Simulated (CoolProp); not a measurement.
Vapour-liquid equilibrium of methanol (1) + ethanol (2) at 5.13 kPa; x and y are mole fractions of (1).

Computed with CoolProp (multi-fluid Helmholtz-energy mixture model, de Reuck 1993 and Schroeder 2014; pair parameters Bell 2016).

Give the bubble temperature and the first vapour's composition at x = 0.2, 0.35, 0.95. Is there an azeotrope?

x = 0.2: 14.0 °C, y = 0.363; x = 0.35: 11.7 °C, y = 0.549; x = 0.95: 4.3 °C, y = 0.980. No azeotrope shows between x = 0.05 and 0.95.

The pair parameters rest on a limited set of measurements; away from them the model extrapolates.
